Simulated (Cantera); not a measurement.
# Low-pressure radical oxidation in H2/O2

An isothermal, constant-pressure homogeneous reactor starts with 20.0 % H2, 80.0 % O2, equivalence ratio 0.12, at 1273 K and 19.5 Torr.

Model: the H2/O2 subset of GRI-Mech 3.0, which has no nitrogen chemistry, integrated in Cantera. Radical loss at walls, strong at low pressure, is not modelled. The temperature is held fixed by assumption; the heat of reaction is taken as removed at once.

| t (s) | x H2 | x O2 | x H2O2 | x H | x HO2 | x OH | x O |
|---|---|---|---|---|---|---|---|
| 3.00e-6 | 0.200 | 0.800 | <1e-12 | 2.96e-9 | 3.16e-9 | 2.11e-10 | 2.23e-10 |
| 1.39e-5 | 0.200 | 0.800 | 5.89e-12 | 1.29e-8 | 1.47e-8 | 3.20e-9 | 3.91e-9 |
| 6.46e-5 | 0.200 | 0.800 | 1.26e-10 | 1.41e-7 | 6.84e-8 | 6.14e-8 | 8.99e-8 |
| 0.000300 | 0.198 | 0.799 | 7.68e-9 | 0.000742 | 2.83e-6 | 0.000338 | 0.000507 |
| 0.00139 | 0.00846 | 0.698 | 5.63e-7 | 0.0481 | 1.45e-5 | 0.0118 | 0.0668 |
| 0.00646 | 0.00289 | 0.755 | 6.50e-7 | 0.00795 | 1.40e-5 | 0.00707 | 0.0199 |
| 0.0300 | 0.000164 | 0.776 | 2.44e-7 | 0.000102 | 3.74e-6 | 0.00169 | 0.00110 |
| 0.139 | 9.90e-6 | 0.778 | 5.11e-8 | 1.57e-6 | 3.89e-7 | 0.000422 | 6.80e-5 |
| 0.646 | 1.13e-6 | 0.778 | 1.11e-8 | 6.26e-8 | 6.42e-8 | 0.000144 | 7.94e-6 |
| 3.00 | 1.97e-7 | 0.778 | 2.70e-9 | 4.61e-9 | 3.78e-8 | 6.05e-5 | 1.39e-6 |
x: mole fraction; the columns are a selection and need not sum to one.

Equilibrium at this temperature and pressure: H2 8.37e-8, O2 0.778, H2O2 1.40e-9, H 1.29e-9, HO2 4.61e-8, OH 3.94e-5, O 5.92e-7 (gas phase only).
